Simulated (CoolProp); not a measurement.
Propylene at 298.15 K and 0.0683 MPa is throttled through a valve to 0.0287 MPa with no heat exchange. Each further row changes one setting.

Values from CoolProp's reference Helmholtz-energy equation of state, Lemmon 2013.

```
case                         temperature change (K)  final density (kg/m³)
---------------------------  ----------------------  ---------------------
as stated                                      -0.7                  0.490
outlet pressure 0.00861 MPa                    -1.0                  0.147
outlet pressure 0.0373 MPa                     -0.5                  0.638
```
